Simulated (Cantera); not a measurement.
**Ammonia decomposition in nitride growth gas**

An isothermal, constant-pressure homogeneous reactor starts with NH3 : N2 = 1 : 0.48 (molar parts), at 2400 K and 1.90 bar.

Cantera simulation using the gas-phase N/H chemistry of the illustrative SiF4/NH3 mechanism in the Surface Chemkin manual (1991); the numbers are that mechanism's predictions, not measurements. Walls and surfaces, which speed up NH3 decomposition in real reactors, are not modelled.

| t (s) | x NH3 | x N2 | x N2H4 | x H | x N2H2 |
|---|---|---|---|---|---|
| 0.000100 | 0.533 | 0.338 | 1.26e-6 | 0.000346 | 1.89e-5 |
| 0.000363 | 0.309 | 0.362 | 4.80e-7 | 0.000935 | 8.83e-6 |
| 0.00132 | 0.0629 | 0.388 | 5.03e-8 | 0.00246 | 1.37e-6 |
| 0.00477 | 0.000697 | 0.393 | 6.17e-11 | 0.00851 | 4.55e-9 |
| 0.0173 | 5.94e-5 | 0.393 | <1e-12 | 0.00898 | 4.90e-11 |
| 0.0628 | 1.45e-5 | 0.393 | <1e-12 | 0.00898 | 1.28e-11 |
| 0.228 | 6.77e-6 | 0.393 | <1e-12 | 0.00898 | 1.10e-11 |
| 0.827 | 6.41e-6 | 0.393 | <1e-12 | 0.00898 | 1.10e-11 |
| 3.00 | 6.41e-6 | 0.393 | <1e-12 | 0.00898 | 1.10e-11 |
x: mole fraction; the columns are a selection and need not sum to one.

Equilibrium at this temperature and pressure: NH3 6.41e-6, N2 0.393, N2H4 <1e-12, H 0.00898, N2H2 1.10e-11 (gas phase only).
